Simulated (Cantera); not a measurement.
An isothermal, constant-pressure homogeneous reactor starts with NH3 : N2 = 1 : 1.5 (molar parts), at 1448 K and 0.0920 bar.

Detailed kinetics in Cantera: the gas-phase N/H chemistry of the illustrative SiF4/NH3 mechanism in the Surface Chemkin manual (1991). Walls and surfaces, which speed up NH3 decomposition in real reactors, are not modelled.

x: mole fraction; the columns are a selection and need not sum to one.

```
t (s)     x NH3   x N2    x N2H2    x NH2      x H2
--------  -----  -----  --------  -------  --------
0.000400  0.400  0.600    <1e-12        …   3.58e-8
0.00147   0.400  0.600  8.08e-12        …   1.33e-7
0.00543   0.400  0.600  1.81e-10        …   4.93e-7
0.0200    0.400  0.600   2.93e-9        …   1.91e-6
0.0737    0.400  0.600   4.20e-8        …   1.22e-5
0.271     0.400  0.600   2.56e-7  3.21e-5  0.000209
1.00      0.399  0.600   2.81e-7  3.35e-5   0.00138
3.68      0.395  0.600   2.74e-7  3.25e-5   0.00568
13.6      0.381  0.599   2.49e-7  3.04e-5    0.0206
50.0      0.338  0.596   1.87e-7        …    0.0662
```

Task: Some entries are withheld; supply them.

Result: 
- 0.000400, x NH2: 7.20e-8
- 0.00147, x NH2: 2.67e-7
- 0.00543, x NH2: 9.83e-7
- 0.0200, x NH2: 3.62e-6
- 0.0737, x NH2: 1.32e-5
- 50.0, x NH2: 2.62e-5
